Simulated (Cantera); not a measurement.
Charge: 1 mol MgCO3, 2.7 mol CO2, 0.27 mol H2, held at 573 K and 0.000240 bar.

Equilibrium computed with Cantera from the NASA thermochemical tables; the gas is ideal and each condensed phase is pure. Candidate condensed phases: C, C6H6, C7H8, C8H18, H2O, Mg, MgCO3, MgO, Mg(OH)2; 116 gas species. The numbers say what is thermodynamically allowed, not how fast it happens.

Base state: CO2 0.903, H2 0.0386, H2O 0.0293, CO 0.0292, CH4 4.96e-5 (mole fractions); condensed: MgO(s).

### Question
What changes in the equilibrium state with this change: temperature from 573 K to 1048.15 K?

### Answer
```csv
species,before,after
CO2,0.903,0.869
CO,0.0292,0.0627
H2O,0.0293,0.0627
H2,0.0386,0.00536
CH4,4.96e-5,<1e-9
"MgO(s), mol",1.00,1.00
```
